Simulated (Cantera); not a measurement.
A perfectly stirred reactor is fed with CO : H2 : CH4 : O2 : N2 = 1 : 0.039 : 0.03 : 0.362 : 1 (molar parts), equivalence ratio 1.6, at 3750 Torr; it is adiabatic with a 448 K inlet, and is followed from long to short residence time, starting on the burning branch (τ in s: 0.049, 0.021, 0.0086, 0.0036, 0.0015, 0.00062, 0.00026, 0.00011, 4.5e-05, 1.9e-05).

Cantera simulation using GRI-Mech 3.0 (53 species, 325 reactions); the numbers are that mechanism's predictions, not measurements.

x: mole fraction; the columns are a selection and need not sum to one.

| τ (s) | T (K) | x CO | x H2 | x CH4 | x CH3 | x HO2 |
|---|---|---|---|---|---|---|
| 0.049 | 2597 | 0.205 | 0.00456 | 1.56e-7 | (withheld) | 4.45e-7 |
| 0.021 | 2593 | 0.205 | 0.00457 | 3.44e-7 | (withheld) | 4.95e-7 |
| 0.0086 | 2583 | 0.206 | 0.00459 | 7.41e-7 | (withheld) | 6.15e-7 |
| 0.0036 | 2564 | 0.208 | 0.00464 | 1.45e-6 | (withheld) | 8.69e-7 |
| 0.0015 | 2527 | 0.211 | 0.00474 | 2.64e-6 | (withheld) | 1.40e-6 |
| 0.00062 | 2464 | 0.217 | 0.00493 | 4.66e-6 | (withheld) | 2.49e-6 |
| 0.00026 | 2369 | 0.225 | 0.00522 | 8.30e-6 | (withheld) | 4.70e-6 |
| 0.00011 | 2244 | 0.236 | 0.00558 | 1.56e-5 | (withheld) | 8.95e-6 |
| 4.5e-5 | 2084 | 0.248 | 0.00589 | 3.37e-5 | (withheld) | 1.71e-5 |
| 1.9e-5 | 1895 | 0.264 | 0.00594 | 8.69e-5 | (withheld) | 3.23e-5 |

**Question.** Some entries are withheld; supply them.

**Answer.** 
- 0.049, x CH3: 1.26e-7
- 0.021, x CH3: 2.71e-7
- 0.0086, x CH3: 5.66e-7
- 0.0036, x CH3: 1.04e-6
- 0.0015, x CH3: 1.71e-6
- 0.00062, x CH3: 2.63e-6
- 0.00026, x CH3: 3.91e-6
- 0.00011, x CH3: 5.89e-6
- 4.5e-5, x CH3: 9.46e-6
- 1.9e-5, x CH3: 1.63e-5
